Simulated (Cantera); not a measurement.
Feed: 1 mol CuO, 0.36 mol H₂, a varied amount of N₂, held at 1550 K and 6.20 mbar.

Method: chemical equilibrium by Gibbs-energy minimisation in Cantera with the NASA 1993 tables (ideal gas, pure condensed phases). Candidate condensed phases: Cu, CuO, Cu(OH)₂, Cu₂O, H₂O; 27 gas species. Each liquid is taken as pure. Mutual solubility and eutectic melting of coexisting phases are not modelled. The numbers say what is thermodynamically allowed, not how fast it happens.

### Question
What share of the Cu ends up in condensed phases as a function of n(N₂) (mol), at 5.7, 7.8, 11, 14, 19, 26, 36, 48, 65?

### Answer
```
n(N₂) (mol)  Cu condensed (%)               as
-----------  ----------------  ---------------
5.7                      98.1  Cu(l) + Cu₂O(l)
7.8                      97.5  Cu(l) + Cu₂O(l)
11                       96.5            Cu(l)
14                       95.6            Cu(l)
19                       94.1            Cu(l)
26                       92.0            Cu(l)
36                       89.0            Cu(l)
48                       85.3            Cu(l)
65                       80.2            Cu(l)
```
